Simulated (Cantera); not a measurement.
A closed system holds: 1 mol CsCl, 9.8 mol H2O, 9.7 mol H2, held at 2000 K and 0.133 bar.

Method: chemical equilibrium by Gibbs-energy minimisation in Cantera with the NASA 1993 tables (ideal gas, pure condensed phases). Candidate condensed phases: Cs, CsCl, CsOH, H2O; 22 gas species. Rates play no part.

Base state: H2O 0.473, H2 0.469, CsCl 0.0433, HCl 0.00530, H 0.00305, CsOH 0.00289, Cs 0.00244, OH 0.000307 (mole fractions); condensed: gas only.

**Question.** What changes in the equilibrium state with this change: H2O from 9.8 to 0.59 mol?

**Answer.** 
```tsv
species	before	after
H2	0.469	0.850
CsCl	0.0433	0.0821
H2O	0.473	0.0515
OH	0.000307	2.48e-5
CsOH	0.00289	0.000525
Cs2Cl2	5.74e-6	2.06e-5
Cs	0.00244	0.00550
```
